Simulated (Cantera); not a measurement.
Mixture: H2 : O2 : N2 = 1 : 0.962 : 5.19 (molar parts), at 5330 Torr, adiabatic and at constant pressure. Ignition delay is the time to a rise of 400 K.

Cantera simulation using the H2/O2 subset of GRI-Mech 3.0, which has no nitrogen chemistry; the numbers are that mechanism's predictions, not measurements. The hydrogen kinetics of GRI-Mech 3.0 are dated; newer H2 mechanisms differ, most at raised pressure.

At T0 = 1400 K, what is the delay, and which 5 reactions control it most (d ln τ / d ln k, from doubling and halving each rate constant)?

The delay is 4.38 µs.
```json
[
 {"reaction": "H + O2 <=> O + OH", "d ln τ / d ln k": "-0.74", "faster rate": "shortens it"},
 {"reaction": "H2 + O <=> H + OH", "d ln τ / d ln k": "-0.21", "faster rate": "shortens it"},
 {"reaction": "H + O2 + N2 <=> HO2 + N2", "d ln τ / d ln k": "0.14", "faster rate": "lengthens it"},
 {"reaction": "H2 + OH <=> H + H2O", "d ln τ / d ln k": "-0.14", "faster rate": "shortens it"},
 {"reaction": "H + O2 + M <=> HO2 + M", "d ln τ / d ln k": "0.05", "faster rate": "lengthens it"}
]
```
